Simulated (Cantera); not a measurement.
Input: 1 mol SiH4, a varied amount of NO, 2.1 mol N2, at 648 K and 4.40 mbar.

Cantera equilibrium calculation (NASA polynomials, part measured and part estimated; ideal gas, pure solids and liquids). Candidate condensed phases: H2O, Si, SiO2, Si2N2O, Si3N4; 35 gas species. The numbers say what is thermodynamically allowed, not how fast it happens.

log p: log10 of the partial pressure in bar; n: condensed amount in mol.

| n(NO) (mol) | log p N2 | log p H2 | log p O2 | log p H2O | log p NH3 | log p NO | n SiO2(α-quartz) | n Si2N2O(s) |
|---|---|---|---|---|---|---|---|---|
| 1.3 | -2.61 | -2.71 | <-14 | -8.66 | -7.09 | <-14 | 0.533 | 0.233 |
| 1.7 | -2.59 | -2.74 | <-14 | -8.68 | -7.12 | <-14 | 0.800 | 0.100 |
| 2.2 | -2.57 | -2.82 | <-14 | -3.77 | (withheld) | <-14 | 1.00 | 0 |
| 2.9 | -2.55 | -3.06 | <-14 | -3.15 | (withheld) | <-14 | 1.00 | 0 |
| 3.7 | -2.53 | -3.65 | <-14 | -2.90 | (withheld) | <-14 | 1.00 | 0 |
| 4.8 | -2.54 | <-14 | -3.59 | -2.89 | <-14 | -9.77 | 1.00 | 0 |
| 6.2 | -2.56 | <-14 | -3.23 | -2.97 | <-14 | -9.60 | 1.00 | 0 |
| 8 | -2.58 | <-14 | -3.06 | -3.06 | <-14 | -9.52 | 1.00 | 0 |
| 10 | -2.59 | <-14 | -2.96 | -3.14 | <-14 | -9.48 | 1.00 | 0 |
| 13 | -2.60 | <-14 | -2.88 | -3.23 | <-14 | -9.45 | 1.00 | 0 |

Q: Fill in the missing entries.

A: 
- 2.2, log p NH3: -7.22
- 2.9, log p NH3: -7.58
- 3.7, log p NH3: -8.46
